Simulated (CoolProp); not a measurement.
Tetrahydrofuran at 298.15 K and 0.00683 MPa is compressed adiabatically to 0.0211 MPa with isentropic efficiency 0.8. Each further row changes one setting.

The numbers come from the reference Helmholtz-energy equation of state, Fiedler 2023 in CoolProp.

```tsv
case	work (kJ/kg)	final temperature (K)	final density (kg/m³)
as stated	___	___	___
efficiency 1	___	___	___
efficiency 0.65	63.1	___	___
```

What belongs in the gaps?


- as stated, work (kJ/kg): 51.2
- as stated, final temperature (K): 342.9
- as stated, final density (kg/m³): 0.537
- efficiency 1, work (kJ/kg): 41.0
- efficiency 1, final temperature (K): 334.6
- efficiency 1, final density (kg/m³): 0.550
- efficiency 0.65, final temperature (K): 352.2
- efficiency 0.65, final density (kg/m³): 0.522
